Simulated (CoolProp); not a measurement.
Vapour-liquid equilibrium of methanol (1) + dimethyl carbonate (2) at 359.4 K; x and y are mole fractions of (1).

The numbers come from the multi-fluid Helmholtz-energy mixture model, de Reuck 1993 and Zhou 2011; pair parameters Bell 2016 in CoolProp.

```tsv
x	bubble pressure, mixture model (MPa)	bubble pressure, Raoult's law (MPa)	y, mixture model	y, Raoult's law
0.05	0.1122	0.09626	0.227	0.117
0.15	0.1466	0.1098	0.451	0.308
0.25	0.1712	0.1234	0.565	0.456
0.35	0.1888	0.1370	0.636	0.575
0.45	0.2016	0.1506	0.687	0.673
0.55	0.2111	0.1642	0.729	0.755
0.65	0.2184	0.1777	0.768	0.824
0.75	0.2238	0.1913	0.811	0.883
0.85	0.2273	0.2049	0.866	0.935
0.95	0.2274	0.2185	0.945	0.980
```

The largest gap from Raoult's law is +38.7 % in bubble pressure, at x = 0.25. y crosses x between x = 0.85 and 0.95: the model has an azeotrope there.

Pair parameters are fitted to limited data, so mixtures are less certain than the pure fluids.
